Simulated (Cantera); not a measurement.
Cantera run, input and output.

```python
import numpy as np
import cantera as ct

gas = ct.Solution("gri30.yaml")
gas.TPX = 1623, 13332, {'C2H6': 1, 'N2': 49}
reactor = ct.IdealGasConstPressureReactor(gas, energy="off", clone=False)
net = ct.ReactorNet([reactor])
net.rtol, net.atol = 1e-08, 1e-18
show = ['C2H6', 'C2H2', 'CH2', 'H2', 'HCN', 'CH3', 'C2H']
times = np.geomspace(3e-06, 3, 9)

steps = ct.SolutionArray(gas, extra=["t"])
rows = []
print(f"{'t/s':>10s}{'T/K':>9s}{'P/Pa':>11s}" + "".join(f"{s:>11s}" for s in show))
for t in times:
    while net.time < t:
        t_next = net.step()
        steps.append(gas.state, t=t_next)
    rows.append([np.interp(t, steps.t, y) for y in (steps.T, steps.P, *steps(*show).X.T)])
    print(f"{t:10.3e}{rows[-1][0]:9.1f}{rows[-1][1]:11.4g}" + "".join(f"{x:11.3e}" for x in rows[-1][2:]))
rate = np.gradient(steps.T, steps.t)
print("integrator steps:", len(steps.t))
if steps.T.max() > steps.T[0] + 200:
    print(f"time of steepest temperature rise: {steps.t[rate.argmax()]:.4e} s")
gas.TPX = 1623, 13332, {'C2H6': 1, 'N2': 49}
gas.equilibrate("TP")
print(f"equilibrium (TP): T = {gas.T:.1f} K  " + "  ".join(f"{s} {gas[s].X[0]:.3e}" for s in show))
```

Output:

```
       t/s      T/K       P/Pa       C2H6       C2H2        CH2         H2        HCN        CH3        C2H
 3.000e-06   1623.0  1.333e+04  1.992e-02  2.019e-12  1.030e-09  7.489e-08  4.166e-15  1.502e-04  1.875e-20
 1.687e-05   1623.0  1.333e+04  1.955e-02  1.769e-09  1.739e-07  8.508e-06  5.458e-12  8.189e-04  2.034e-15
 9.487e-05   1623.0  1.333e+04  1.620e-02  2.078e-05  8.089e-06  1.472e-03  2.012e-07  3.451e-03  3.398e-09
 5.335e-04   1623.0  1.333e+04  2.055e-03  4.363e-03  1.181e-05  1.663e-02  3.772e-06  2.494e-03  3.409e-07
 3.000e-03   1623.0  1.333e+04  2.006e-05  1.437e-02  8.118e-07  2.897e-02  5.882e-06  3.076e-04  1.915e-07
 1.687e-02   1623.0  1.333e+04  2.425e-06  1.691e-02  9.463e-08  3.188e-02  6.032e-06  9.556e-05  7.175e-08
 9.487e-02   1623.0  1.333e+04  1.156e-06  1.734e-02  5.000e-08  3.280e-02  6.124e-06  6.476e-05  5.598e-08
 5.335e-01   1623.0  1.333e+04  4.521e-07  1.809e-02  3.358e-08  3.503e-02  6.488e-06  4.099e-05  6.076e-08
 3.000e+00   1623.0  1.333e+04  3.941e-08  1.890e-02  1.102e-08  3.748e-02  7.444e-06  1.230e-05  6.789e-08
integrator steps: 1197
equilibrium (TP): T = 1623.0 K  C2H6 3.063e-11  C2H2 3.551e-03  CH2 2.733e-10  H2 3.842e-02  HCN 3.134e-02  CH3 2.940e-07  C2H 1.311e-08
```

Model: GRI-Mech 3.0 (53 species, 325 reactions), integrated in Cantera. GRI-Mech 3.0 stops at C3 and has no aromatics, soot or wall deposition, so with more carbon than oxygen in the feed, carbon stays in small species such as C2H2 where larger ones or solid carbon would form.
